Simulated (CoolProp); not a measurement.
Methane at 541.07 K and 10.4 MPa is throttled through a valve to 6.01 MPa with no heat exchange. Each further row changes one setting.

The numbers come from the reference Helmholtz-energy equation of state, Setzmann 1991 in CoolProp.

```
case                      temperature change (K)    final phase  final density (kg/m³)
------------------------  ----------------------  -------------  ---------------------
as stated                                   -3.4  supercritical                   21.4
outlet pressure 1.8 MPa                     -7.3            gas                   6.50
outlet pressure 7.81 MPa                    -2.0  supercritical                   27.7
```
